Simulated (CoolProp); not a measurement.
Vapour-liquid equilibrium of CH2F2 (R32) (1) + R134a (2) at 1.23 MPa; x and y are mole fractions of (1).

Model: multi-fluid Helmholtz-energy mixture model, Tillner-Roth 1997 and Tillner-Roth 1994; pair parameters Lemmon 2004, in CoolProp.

| x | bubble temperature (K) | y at the bubble point | dew temperature at overall composition x (K) | liquid density (mol/L) |
|---|---|---|---|---|
| 0.05 | 318.0 | 0.092 | 319.1 | 11.22 |
| 0.125 | 314.6 | 0.217 | 317.1 | 11.67 |
| 0.2 | 311.4 | [?] | 315.1 | 12.14 |
| 0.275 | 308.4 | 0.428 | [?] | 12.63 |
| 0.35 | 305.6 | 0.517 | [?] | 13.15 |
| 0.425 | 303.0 | 0.596 | 308.5 | 13.69 |
| 0.5 | 300.5 | 0.667 | 306.2 | 14.26 |
| 0.575 | 298.1 | 0.731 | 303.7 | 14.87 |
| 0.65 | 295.9 | 0.790 | 301.1 | 15.52 |
| 0.725 | 293.8 | [?] | 298.4 | 16.23 |
| 0.8 | 291.7 | [?] | 295.5 | 16.98 |
| 0.875 | 289.8 | [?] | 292.4 | 17.80 |
| 0.95 | 287.9 | 0.975 | 289.1 | 18.70 |

Q: Fill in the missing entries.

A: 
- 0.2, y at the bubble point: 0.329
- 0.275, dew temperature at overall composition x (K): 313.0
- 0.35, dew temperature at overall composition x (K): 310.8
- 0.725, y at the bubble point: 0.843
- 0.8, y at the bubble point: 0.891
- 0.875, y at the bubble point: 0.935

No azeotrope shows between x = 0.05 and 0.95.

Pair parameters are fitted to limited data, so mixtures are less certain than the pure fluids.
